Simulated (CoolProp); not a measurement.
Vapour-liquid equilibrium of cyclohexane (1) + o-xylene (2) at 0.022 MPa; x and y are mole fractions of (1).

The numbers come from the multi-fluid Helmholtz-energy mixture model, Zhou 2014 and Zhou 2012; pair parameters Bell 2016 in CoolProp.

| x | bubble temperature (K) | y at the bubble point | dew temperature at overall composition x (K) | liquid density (mol/L) |
|---|---|---|---|---|
| 0.05 | 357.2 | 0.355 | 366.6 | 7.805 |
| 0.125 | 345.8 | 0.619 | 364.5 | 7.952 |
| 0.2 | 338.0 | 0.747 | 362.3 | 8.073 |
| 0.275 | 332.4 | 0.819 | 359.9 | 8.179 |
| 0.35 | 328.1 | 0.863 | 357.4 | 8.275 |
| 0.425 | 324.8 | 0.894 | 354.6 | 8.366 |
| 0.5 | 322.1 | 0.916 | 351.5 | 8.453 |
| 0.575 | 319.9 | 0.933 | 348.1 | 8.540 |
| 0.65 | 317.9 | 0.947 | 344.1 | 8.626 |
| 0.725 | 316.1 | 0.959 | 339.5 | 8.713 |
| 0.8 | 314.5 | 0.970 | 334.0 | 8.803 |
| 0.875 | 312.9 | 0.981 | 326.9 | 8.895 |
| 0.95 | 311.4 | 0.992 | 317.5 | 8.991 |

No azeotrope shows between x = 0.05 and 0.95.

Pair parameters are fitted to limited data, so mixtures are less certain than the pure fluids.
